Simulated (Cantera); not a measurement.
**Low-pressure radical oxidation in H2/O2**

An isothermal, constant-pressure homogeneous reactor starts with 1.30 % H₂, 98.7 % O₂, at 1125 K and 560 Pa.

Cantera simulation using the H2/O2 subset of GRI-Mech 3.0, which has no nitrogen chemistry; the numbers are that mechanism's predictions, not measurements. Radical loss at walls, strong at low pressure, is not modelled.

| t (s) | x H₂ | x O₂ | x O | x H | x H₂O₂ |
|---|---|---|---|---|---|
| 4.00e-6 | 0.0130 | 0.987 | <1e-12 | 4.28e-12 | <1e-12 |
| 1.88e-5 | 0.0130 | 0.987 | 1.27e-12 | 1.92e-11 | <1e-12 |
| 8.85e-5 | 0.0130 | 0.987 | 2.41e-11 | 7.31e-11 | <1e-12 |
| 0.000417 | 0.0130 | 0.987 | 3.28e-10 | 1.94e-10 | <1e-12 |
| 0.00196 | 0.0130 | 0.987 | 4.57e-9 | 9.23e-10 | <1e-12 |
| 0.00922 | 0.0130 | 0.987 | 2.00e-6 | 3.22e-7 | 1.13e-11 |
| 0.0434 | 8.18e-5 | 0.976 | 0.0104 | 0.000871 | 1.15e-8 |
| 0.204 | 5.39e-5 | 0.979 | 0.00782 | 0.000546 | 1.06e-8 |
| 0.960 | 1.99e-5 | 0.984 | 0.00283 | 0.000120 | 1.00e-8 |
| 4.52 | 2.32e-6 | 0.987 | 0.000327 | 4.74e-6 | 6.38e-9 |
| 21.3 | 1.61e-7 | 0.987 | 2.30e-5 | 8.85e-8 | 1.75e-9 |
| 100 | 1.43e-8 | 0.987 | 2.05e-6 | 2.36e-9 | 2.77e-10 |
x: mole fraction; the columns are a selection and need not sum to one.

Equilibrium at this temperature and pressure: H₂ 4.26e-10, O₂ 0.987, O 6.17e-8, H 1.23e-11, H₂O₂ 1.14e-11 (gas phase only).
